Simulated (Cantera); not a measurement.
A closed system holds: 1 mol Fe(CO)₅, 0.055 mol O₂, 0.23 mol H₂, held at 13.3 mbar.

These are equilibrium values from Cantera (NASA tables, ideal gas, pure condensed phases), not measurements of a reactor. Candidate condensed phases: C, C₆H₆, C₇H₈, C₈H₁₈, Fe, Fe(CO)₅, FeO, Fe(OH)₂, Fe(OH)₃, Fe₂O₃, Fe₃O₄, H₂O; 114 gas species. The numbers say what is thermodynamically allowed, not how fast it happens.

**Question.** At 1450 K, list the 5 most abundant gas species with their mole fractions, and the condensed phases.

**Answer.** CO 0.937, H₂ 0.0419, CO₂ 0.0190, H₂O 0.00202, H 1.68e-5. Condensed: Fe(γ).
